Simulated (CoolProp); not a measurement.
Computed with CoolProp (reference Helmholtz-energy equation of state, Gao 2022).

Q: For n-perfluorohexane, give the phase and the density (kg/m³), Joule-Thomson coefficient (K/MPa), isothermal compressibility (1/MPa) at 387.6 K and 0.763 MPa; 416.1 K and 0.763 MPa.

A: 
- 387.6 K and 0.763 MPa: liquid; density 1370, Joule-Thomson coefficient 0.200, isothermal compressibility 0.0139
- 416.1 K and 0.763 MPa: gas; density 99.4, Joule-Thomson coefficient 16.3, isothermal compressibility 1.90
